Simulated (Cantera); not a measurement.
Input: 1 mol CaO, 5 mol HBr, 7.6 mol O2, equilibrated at 100000 Pa.

Equilibrium computed with Cantera from the NASA thermochemical tables; the gas is ideal and each condensed phase is pure. Candidate condensed phases: Br2, Ca, CaBr2, CaO, Ca(OH)2, H2O; 19 gas species. Equilibrium is a limit: real reactors are often held back by kinetics, nucleation or transport.

### Question
At 777 °C, list the 5 most abundant gas species with their mole fractions, and the condensed phases.

### Answer
O2 0.631, H2O 0.228, Br2 0.134, HBr 0.00407, Br 0.00368. Condensed: CaBr2(l).
